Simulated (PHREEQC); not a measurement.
1 kg of water holding 0.0076 mol KCl and 0.043 mol K2SO4 is evaporated at 25 °C; the solids stay in contact with the brine. No CO2 enters from the air. The run lets Arcanite, Misenite, Sylvite precipitate or redissolve, and no other solid.

Computed with PHREEQC (Pitzer model, pitzer.dat).

| water left (kg) | ionic strength | water activity | Arcanite (mol) | Cl in solution (mol/kgw) | K in solution (mol/kgw) | S in solution (mol/kgw) |
|---|---|---|---|---|---|---|
| 1 | 0.137 | 0.998 | 0 | 0.00760 | 0.0936 | 0.0430 |
| 0.8219 | 0.166 | 0.997 | 0 | 0.00925 | 0.114 | 0.0523 |
| 0.6755 | 0.202 | 0.997 | 0 | 0.0113 | 0.139 | 0.0637 |
| 0.4563 | 0.299 | 0.996 | 0 | 0.0167 | 0.205 | 0.0942 |
| 0.375 | 0.364 | 0.995 | 0 | 0.0203 | 0.250 | 0.115 |
| 0.3082 | 0.443 | 0.994 | 0 | 0.0247 | 0.304 | 0.140 |
| 0.2533 | 0.539 | 0.992 | 0 | 0.0300 | 0.369 | 0.170 |
| 0.2082 | 0.656 | 0.991 | 0 | 0.0365 | 0.450 | 0.207 |
| 0.1711 | 0.798 | 0.989 | 0 | 0.0444 | 0.547 | 0.251 |
| 0.1156 | 1.18 | 0.984 | 0 | 0.0657 | 0.810 | 0.372 |
| 0.09502 | 1.44 | 0.981 | 0 | 0.0800 | 0.985 | 0.453 |
| 0.07809 | 1.75 | 0.977 | 0 | 0.0973 | 1.20 | 0.551 |
| 0.06418 | 1.89 | 0.975 | 0.00510 | 0.118 | 1.30 | 0.591 |
| 0.05275 | 1.89 | 0.975 | 0.0123 | 0.144 | 1.31 | 0.581 |
| 0.04335 | 1.89 | 0.974 | 0.0183 | 0.175 | 1.32 | 0.571 |
| 0.0293 | 1.89 | 0.973 | 0.0271 | 0.259 | 1.34 | 0.542 |
| 0.02407 | 1.89 | 0.971 | 0.0304 | 0.316 | 1.36 | 0.524 |
| 0.01979 | 1.89 | 0.970 | 0.0331 | 0.384 | 1.39 | 0.502 |
| 0.01627 | 1.90 | 0.968 | 0.0352 | 0.467 | 1.42 | 0.478 |
| 0.01337 | 1.92 | 0.966 | 0.0370 | 0.568 | 1.47 | 0.449 |
| 0.01099 | 1.94 | 0.963 | 0.0384 | 0.691 | 1.53 | 0.418 |
| 0.007426 | 2.06 | 0.956 | 0.0404 | 1.02 | 1.72 | 0.346 |
| 0.006093 | 2.17 | 0.950 | 0.0411 | 1.25 | 1.86 | 0.307 |
| 0.005012 | 2.32 | 0.943 | 0.0417 | 1.52 | 2.05 | 0.269 |

Arcanite from water left = 0.06418 kg.

Species that the database lacks are ignored.
